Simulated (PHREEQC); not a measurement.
Consider water at 25 °C with 11 mmol/kgw K2HPO4. Closed to the air; pH follows from the charge balance.

The numbers come from PHREEQC with the ion-association model, phreeqc.dat.

Each row changes one thing in this solution. Precipitation was switched off in this run.

| case | pH | ionic strength (mol/kgw) |
|---|---|---|
| as made | 9.32 | 0.0325 |
| temperature from 25 to 30 °C | 9.26 | 0.0325 |
| K2HPO4 from 0.011 to 0.11 mol/kgw | 9.10 | 0.311 |
| diluted 10-fold with water | 9.05 | 0.00328 |
| K2HPO4 from 0.011 to 0.0165 mol/kgw | 9.32 | 0.0486 |
| temperature from 25 to 65 °C | 8.84 | 0.0325 |
| K2HPO4 replaced by KNO3 at the same molality | 6.99 | 0.0110 |
| 0.0022 mol/kgw H2SO4 added | 7.17 | 0.0302 |

At this temperature some constants are extrapolated from 25 °C, and those without enthalpy data are left unchanged.
